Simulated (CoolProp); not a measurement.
Properties of R125 at several states (Tc = 339.2 K, pc = 3.618 MPa, ω = 0.305).

Values from CoolProp's reference Helmholtz-energy equation of state, Lemmon 2005.

```tsv
T (K)	p (MPa)	phase	cv (kJ/(kg K))	isothermal compressibility (1/MPa)
491	8.23	supercritical	1.005	0.1347
262.3	0.0215	gas	0.6605	46.75
369.2	0.101	gas	0.8253	9.972
424.9	0.0298	gas	0.8969	33.60
212.3	3.42	liquid	0.7160	0.001691
```
